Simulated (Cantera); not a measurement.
## Ignition delay

Mixture: 15.7 % H₂, 11.7 % O₂, 72.6 % N₂, at 1100000 Pa, adiabatic and at constant volume. Ignition delay is the time to a rise of 400 K.

Computed with Cantera and the H2/O2 subset of GRI-Mech 3.0, which has no nitrogen chemistry. The hydrogen kinetics of GRI-Mech 3.0 are dated; newer H2 mechanisms differ, most at raised pressure. Where the delays flatten at high temperature, the 400 K rule measures the pace of heat release, not the induction time.

| T0 (K) | delay (ms) |
|---|---|
| 1075 | 2.21 |
| 1150 | 0.393 |
| 1225 | 0.0410 |
| 1300 | 0.00695 |
| 1375 | 0.00362 |
| 1450 | 0.00240 |
| 1525 | 0.00178 |
| 1600 | 0.00141 |
| 1675 | 0.00117 |
